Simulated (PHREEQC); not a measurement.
PHREEQC input (ion-association model, wateq4f.dat):

```
SOLUTION_SPECIES
  2 NO3- + 12 H+ + 10 e- = N2 + 6 H2O  # shut off: nitrate stays nitrate
    -log_k -100
    -delta_h 0
    -analytic -100
SOLUTION 1
  temp 10
  units mol/kgw
  pH 7 charge
  Cl 0.00198
  Pb 0.00099
  F 0.00011
  N(5) 0.116
  Zn 0.058
SOLUTION 2
  temp 10
  units mol/kgw
  pH 7 charge
  N(5) 0.085
  Ag 0.085
END
SELECTED_OUTPUT 1
  -reset false
  -pH true
  -pe true
  -ionic_strength true
  -water true
  -totals Ag Cl F N Pb Zn N(5) N(3) N(0) N(-3)
  -molalities H+ Ag+ Cl- F- NO3- Pb+2 Zn+2 NH3 O2 NH4+
    OH- HF HF2- ZnCl+ ZnCl2 ZnCl3- ZnCl4-2 ZnF+ ZnOH+ Zn(OH)2
    Zn(OH)3- Zn(OH)4-2 ZnOHCl PbCl+ PbCl2 PbCl3- PbCl4-2 PbF+ PbF2 PbF3-
    PbF4-2 PbOH+ Pb(OH)2 Pb(OH)3- Pb2OH+3 PbNO3+ Pb3(OH)4+2 NO2- AgCl AgCl2-
    AgCl3-2 AgCl4-3 AgF AgOH Ag(OH)2- AgNO3 Ag(NO2)2- Pb(OH)4-2 H2F2
  -equilibrium_phases PbF2 Matlockite Zincite(c) Zn5(OH)8Cl2 Litharge Cotunnite Laurionite Cerargyrite Ag2O ZnF2
PRINT
  -reset false
MIX 1
  1 1
  2 0
EQUILIBRIUM_PHASES 1
  PbF2 0 0
  Matlockite 0 0
  Zincite(c) 0 0
  Zn5(OH)8Cl2 0 0
  Litharge 0 0
  Cotunnite 0 0
  Laurionite 0 0
  Cerargyrite 0 0
  Ag2O 0 0
  ZnF2 0 0
  O2(g) -0.68 10
END
# ... the last block is repeated for the other 20 points of share of solution B
```

Selected output (columns that matter, 12 of 21 rows; share of solution B added in front):

```
share of solution B	pH	mu	Ag	Cl	F	N	Pb	Zn	m_H+	m_Ag+	m_Cl-	m_F-	m_NO3-	Cerargyrite
0	4.0747	0.17624	0	0.00198	0.00011	0.116	0.00099	0.058	0.00010445	0	0.001918	8.5037e-05	0.11566	0
0.1	4.1173	0.16524	0.0067181	1.1241e-07	9.9e-05	0.1129	0.000891	0.0522	9.4398e-05	0.0065202	1.2104e-08	7.7333e-05	0.1124	0.0017819
0.2	4.1652	0.15607	0.015416	1.0552e-07	8.8e-05	0.1098	0.000792	0.0464	8.4305e-05	0.01497	5.2227e-09	6.939e-05	0.10909	0.0015839
0.25	4.1916	0.15148	0.019765	1.0442e-07	8.25e-05	0.10825	0.0007425	0.0435	7.923e-05	0.019198	4.0525e-09	6.5372e-05	0.10743	0.0014849
0.35	4.2502	0.14231	0.028463	1.0332e-07	7.15e-05	0.10515	0.0006435	0.0377	6.9017e-05	0.027661	2.7837e-09	5.7234e-05	0.10413	0.0012869
0.45	4.3189	0.13315	0.037161	1.0284e-07	6.05e-05	0.10205	0.0005445	0.0319	5.8718e-05	0.036132	2.1077e-09	4.8951e-05	0.10084	0.0010889
0.55	4.402	0.12399	0.045859	1.0262e-07	4.95e-05	0.09895	0.0004455	0.0261	4.8327e-05	0.044612	1.6869e-09	4.0507e-05	0.097558	0.0008909
0.65	4.5067	0.11484	0.054557	1.0253e-07	3.85e-05	0.09585	0.0003465	0.0203	3.7835e-05	0.0531	1.3994e-09	3.1888e-05	0.094282	0.0006929
0.75	4.6477	0.1057	0.063255	1.0253e-07	2.75e-05	0.09275	0.0002475	0.0145	2.7235e-05	0.061597	1.1899e-09	2.3072e-05	0.091014	0.0004949
0.8	4.7416	0.10113	0.067604	1.0255e-07	2.2e-05	0.0912	0.000198	0.0116	2.1892e-05	0.065848	1.105e-09	1.8583e-05	0.089382	0.0003959
0.9	5.0342	0.092	0.076302	1.0261e-07	1.1e-05	0.0881	9.9e-05	0.0058	1.111e-05	0.074357	9.6344e-10	9.4252e-06	0.086124	0.0001979
1	6.6216	0.082873	0.085	0	0	0.085	0	0	2.858e-07	0.082873	0	0	0.082873	0
```

Species that the database lacks are ignored. Away from 25 °C the constants follow the database's enthalpies or fits; those with neither stay at their 25 °C values.
